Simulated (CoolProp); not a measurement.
Model: reference Helmholtz-energy equation of state, Thol 2019, in CoolProp.

Give the vapour pressure (bar), liquid density (kg/m³), vapour density (kg/m³), vapour viscosity (µPa s) of saturated n-pentane at 140.55, 154.55 °C.


```tsv
T (°C)	p (bar)	liquid density (kg/m³)	vapour density (kg/m³)	vapour viscosity (µPa s)
140.55	13.5	477	38.8	8.55
154.55	17.2	451	52.0	8.81
```

Viscosity comes from a separate model (Quiñones-Cisneros 2006), older than the equation that it now runs on, and unchecked against measurements.
